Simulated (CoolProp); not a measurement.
Properties of normal hydrogen at several states (Tc = 33.1 K, pc = 1.296 MPa, ω = -0.219).

Values from CoolProp's reference Helmholtz-energy equation of state, Leachman 2009.

| T (K) | p (MPa) | phase | cp (kJ/(kg K)) | isothermal compressibility (1/MPa) | conductivity (mW/(m K)) |
|---|---|---|---|---|---|
| 667 | 1.26 | gas | 14.59 | 0.7907 | 335 |
| 874.2 | 0.0499 | gas | 14.80 | 20.04 | 412 |
| 518.3 | 0.0923 | gas | 14.52 | 10.83 | 278 |
| 187.9 | 1.16 | gas | 13.44 | 0.8552 | 127 |
| 235.8 | 3.11 | supercritical | 14.08 | 0.3149 | 158 |
| 610 | 1.31 | supercritical | 14.56 | 0.7601 | 314 |

Thermal conductivity comes from a separate model (Assael 2011).
